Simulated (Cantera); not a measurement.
An isothermal, constant-pressure homogeneous reactor starts with CH₄ : CO₂ = 1 : 1.2 (molar parts), at 1525 K and 4.93 atm. Integrator tolerance rtol = 1e-08.

Detailed kinetics in Cantera: GRI-Mech 3.0 (53 species, 325 reactions).

```
quantity                                            before                                    after
-----------------  ---------------------------------------  ---------------------------------------
x(CH₄) at 10.0 s   0.0668 (gas-phase equilibrium 0.000106)   0.0247 (gas-phase equilibrium 7.56e-8)
x(CO₂) at 10.0 s     0.0594 (gas-phase equilibrium 0.0143)    0.0894 (gas-phase equilibrium 0.0143)
x(CH₂) at 10.0 s   6.01e-10 (gas-phase equilibrium <1e-12)   1.50e-8 (gas-phase equilibrium <1e-12)
x(CH₂O) at 10.0 s  4.70e-7 (gas-phase equilibrium 4.93e-7)  4.75e-7 (gas-phase equilibrium 1.31e-8)
x(H) at 10.0 s     5.79e-6 (gas-phase equilibrium 7.09e-6)  3.30e-5 (gas-phase equilibrium 4.34e-5)
x(C₂H₂) at 10.0 s   0.0155 (gas-phase equilibrium 1.23e-8)  0.0920 (gas-phase equilibrium 8.78e-12)
```

Which change was made?
(A) pressure from 4.93 atm to 0.132 atm
(B) temperature 1525 to 1250 K
(C) CO2 1.2 to 4.3 parts
(D) CO2 1.2 to 4.2 parts

A, pressure from 4.93 atm to 0.132 atm
